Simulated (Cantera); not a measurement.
Feed: 1 mol Si2H6, 4.2 mol H2O, 120 mol N2, equilibrated at 1823 K and 13.3 mbar.

These are equilibrium values from Cantera (NASA tables, ideal gas, pure condensed phases), not measurements of a reactor. Candidate condensed phases: H2O, Si, SiO2, Si2N2O, Si3N4; 35 gas species. The feed counts by its element totals alone. The tables hold silica as quartz up to 1696 K and as liquid above; real silica turns to tridymite and cristobalite and melts near 1996 K. Equilibrium is a limit: real reactors are often held back by kinetics, nucleation or transport.

Base state: N2 0.940, H2 0.0515, H2O 0.00450, SiO 0.00293, H 0.000851 (mole fractions); condensed: SiO2(condensed).

Question: What changes in the equilibrium state with this change: temperature from 1823 K to 1575 K?

Answer: 
| species | before | after |
|---|---|---|
| N2 | 0.940 | 0.943 |
| H2 | 0.0515 | 0.0550 |
| H2O | 0.00450 | 0.00161 |
| SiO | 0.00293 | 3.46e-5 |
| H | 0.000851 | 8.44e-5 |
| SiO2(condensed), mol | 1.63 | 0 |
| SiO2(β-quartz), mol | 0 | 2.00 |
